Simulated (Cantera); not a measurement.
## Ti + CO + H2 (metals in furnace atmospheres)

Feed: 1 mol Ti, 2 mol CO, 20 mol H2, at 1.70 mbar.

Equilibrium computed with Cantera from the NASA thermochemical tables; the gas is ideal and each condensed phase is pure. Candidate condensed phases: C, C6H6, C7H8, C8H18, H2O, Ti, TiC, TiO, TiO2, Ti2O3, Ti3O5, Ti4O7; 113 gas species. Mutual solubility and eutectic melting of coexisting phases are not modelled. TiC, TiO: taken at fixed stoichiometry. Condensed phases not in the tables: solid solutions among these carbides, nitrides and lower oxides. Equilibrium is a limit: real reactors are often held back by kinetics, nucleation or transport.

```csv
T (°C),log p H2,log p CO,log p H,log p Ti,log p TiO,log p H2O,log p CO2,log p CH4,n TiC(s),n Ti2O3(s),n TiO(s)
1050,-2.80,-3.95,-7.20,<-14,-14.28,-7.59,-9.01,-9.07,0.600,0.200,0
1100,-2.80,-3.95,-6.88,<-14,-13.34,-7.56,-9.03,-9.42,0.600,0.200,0
1150,-2.80,-3.95,-6.58,-14.23,-12.47,-7.53,-9.04,-9.75,0.600,0.200,0
1200,-2.80,-3.95,-6.30,-13.23,-11.66,-7.51,-9.05,-10.06,0.600,0.200,0
1250,-2.80,-3.95,-6.04,-12.30,-10.90,-7.48,-9.07,-10.34,0.600,0.200,0
1300,-2.80,-3.95,-5.79,-11.42,-10.20,-7.46,-9.08,-10.61,0.600,0.200,0
1350,-2.80,-3.93,-5.56,-10.62,-9.54,-7.44,-9.06,-10.84,0.500,0,0.500
1400,-2.80,-3.93,-5.34,-9.90,-9.00,-7.46,-9.11,-11.04,0.500,0,0.500
1450,-2.80,-3.93,-5.14,-9.21,-8.49,-7.48,-9.15,-11.22,0.500,0,0.500
1500,-2.80,-3.93,-4.95,-8.56,-8.01,-7.51,-9.20,-11.39,0.500,0,0.500
1550,-2.81,-3.93,-4.77,-7.95,-7.56,-7.53,-9.24,-11.56,0.500,0,0.499
1600,-2.81,-3.93,-4.59,-7.37,-7.13,-7.55,-9.28,-11.72,0.500,0,0.499
1650,-2.81,-3.93,-4.43,-6.83,-6.73,-7.57,-9.32,-11.87,0.499,0,0.496
1700,-2.82,-3.93,-4.28,-6.31,-6.35,-7.59,-9.36,-12.01,0.497,0,0.491
```
log p: log10 of the partial pressure in bar; n: condensed amount in mol.

From 1050 °C to 1300 °C the condensed part is TiC(s) + Ti2O3(s). From 1350 °C to 1700 °C the condensed part is TiC(s) + TiO(s).
